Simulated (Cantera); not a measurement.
What does this Cantera script print?

```python
import numpy as np
import cantera as ct

gas = ct.Solution("gri30.yaml")


def delay(T, t_max=10):
    gas.TPX = T, 56000, {'CH4': 1, 'C2H6': 0.18, 'C3H8': 0.39, 'O2': 3.52, 'N2': 13.2}
    reactor = ct.IdealGasConstPressureReactor(gas, clone=False)
    net = ct.ReactorNet([reactor])
    net.rtol, net.atol = 1e-8, 1e-16
    while net.time < t_max:
        t_old, T_old = net.time, reactor.T
        net.step()
        if reactor.T > T + 400:  # ignition: a rise of 400 K
            return t_old + (T + 400 - T_old) / (reactor.T - T_old) * (net.time - t_old)
    return np.nan


taus = []
for T in [1298, 1373, 1448, 1523, 1598, 1673, 1748]:
    taus.append(delay(T))
    print(f"T0 = {T:6g} K   tau = {taus[-1]:.4e} s")
```

Result:

```
T0 =   1298 K   tau = 1.3169e-03 s
T0 =   1373 K   tau = 5.1858e-04 s
T0 =   1448 K   tau = 2.3995e-04 s
T0 =   1523 K   tau = 1.2763e-04 s
T0 =   1598 K   tau = 7.6022e-05 s
T0 =   1673 K   tau = 4.9500e-05 s
T0 =   1748 K   tau = 3.4539e-05 s
```

Model: GRI-Mech 3.0 (53 species, 325 reactions), integrated in Cantera. GRI-Mech 3.0 was tuned for natural gas; its chemistry of propane as a main component is partial and can be far from experiment.
